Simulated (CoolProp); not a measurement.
The fluid at 293.15 K and 1.89 MPa (liquid) is heated at constant pressure to 450.7 K. The same conditions are run with several fluids, on thermodynamics alone (safety and materials aside).

Computed with CoolProp (reference Helmholtz-energy equation of state of each fluid (carbonyl sulfide: Lemmon 2006; water: Wagner 2002; cyclopentane: Gedanitz 2015)).

```csv
fluid,heat (kJ/kg),final phase,final density (kg/m³)
carbonyl sulfide,375,gas,32.2
water,667,liquid,890
cyclopentane,351,liquid,550
```
